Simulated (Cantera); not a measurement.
Adiabatic ignition

An adiabatic, constant-pressure homogeneous reactor starts with 7.99 % CH3OH, 19.3 % O2, 72.7 % N2, at 1075 K and 240 Torr.

Cantera simulation using GRI-Mech 3.0 (53 species, 325 reactions); the numbers are that mechanism's predictions, not measurements. GRI-Mech 3.0 was tuned for natural gas; its chemistry of methanol as a main component is partial and can be far from experiment.

```json
[
 {"t (s)": "1.00e-6", "T (K)": "1075", "x CH3OH": "0.0799", "x O2": "0.193", "x NO": "<1e-12", "x O": "<1e-12", "x H2O2": "<1e-12", "x CO2": "1.75e-12", "x N2O": "<1e-12"},
 {"t (s)": "5.24e-6", "T (K)": "1075", "x CH3OH": "0.0799", "x O2": "0.193", "x NO": "<1e-12", "x O": "1.44e-12", "x H2O2": "<1e-12", "x CO2": "1.14e-11", "x N2O": "<1e-12"},
 {"t (s)": "2.75e-5", "T (K)": "1075", "x CH3OH": "0.0799", "x O2": "0.193", "x NO": "<1e-12", "x O": "1.59e-12", "x H2O2": "<1e-12", "x CO2": "6.22e-11", "x N2O": "<1e-12"},
 {"t (s)": "0.000144", "T (K)": "1075", "x CH3OH": "0.0799", "x O2": "0.193", "x NO": "<1e-12", "x O": "1.63e-12", "x H2O2": "<1e-12", "x CO2": "3.29e-10", "x N2O": "<1e-12"},
 {"t (s)": "0.000756", "T (K)": "1075", "x CH3OH": "0.0799", "x O2": "0.193", "x NO": "<1e-12", "x O": "1.71e-12", "x H2O2": "1.41e-12", "x CO2": "1.73e-9", "x N2O": "<1e-12"},
 {"t (s)": "0.00397", "T (K)": "1075", "x CH3OH": "0.0799", "x O2": "0.193", "x NO": "<1e-12", "x O": "1.73e-12", "x H2O2": "2.17e-10", "x CO2": "9.05e-9", "x N2O": "<1e-12"},
 {"t (s)": "0.0208", "T (K)": "1075", "x CH3OH": "0.0799", "x O2": "0.193", "x NO": "<1e-12", "x O": "1.92e-12", "x H2O2": "1.80e-8", "x CO2": "4.75e-8", "x N2O": "2.70e-12"},
 {"t (s)": "0.109", "T (K)": "1075", "x CH3OH": "0.0798", "x O2": "0.193", "x NO": "<1e-12", "x O": "6.98e-12", "x H2O2": "7.76e-7", "x CO2": "2.51e-7", "x N2O": "7.29e-11"},
 {"t (s)": "0.572", "T (K)": "2280", "x CH3OH": "<1e-12", "x O2": "0.0675", "x NO": "0.00627", "x O": "0.00204", "x H2O2": "9.04e-8", "x CO2": "0.0713", "x N2O": "2.25e-7"},
 {"t (s)": "3.00", "T (K)": "2278", "x CH3OH": "<1e-12", "x O2": "0.0667", "x NO": "0.00793", "x O": "0.00200", "x H2O2": "8.93e-8", "x CO2": "0.0713", "x N2O": "2.33e-7"}
]
```
x: mole fraction; the columns are a selection and need not sum to one.

```yaml
time_of_steepest_temperature_rise: 0.299 s
temperature at 3.00 s: 2278 K
equilibrium_temperature: 2278 K
x(CH3OH) at 3.00 s: <1e-12 (gas-phase equilibrium <1e-12)
x(O2) at 3.00 s: 0.0667 (gas-phase equilibrium 0.0667)
x(NO) at 3.00 s: 0.00793 (gas-phase equilibrium 0.00793)
```
